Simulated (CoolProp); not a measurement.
200 sccm (0 °C, 1 atm) of nitrogen bubbles through liquid hexamethyldisiloxane (MM) at 304.3 K and leaves saturated at a total pressure of 0.15 MPa (ideal gas phase). Each further row changes one setting.

Computed with CoolProp (reference Helmholtz-energy equation of state, Thol 2016).

| case | vapour pressure (kPa) | mole fraction of vapour | delivery (mg/min) | delivery (sccm) | change of delivery for a bath 1 K warmer (%) |
|---|---|---|---|---|---|
| as stated | 7.56 | (withheld) | 76.9 | (withheld) | 5.2 |
| bath temperature 309.3 K | (withheld) | 0.0638 | 98.7 | 13.6 | 5.1 |
| total pressure 0.3 MPa | 7.56 | (withheld) | (withheld) | 5.17 | 5.1 |

Q: Some entries are withheld; supply them.

A: 
- as stated, mole fraction of vapour: 0.0504
- as stated, delivery (sccm): 10.6
- bath temperature 309.3 K, vapour pressure (kPa): 9.57
- total pressure 0.3 MPa, mole fraction of vapour: 0.0252
- total pressure 0.3 MPa, delivery (mg/min): 37.4
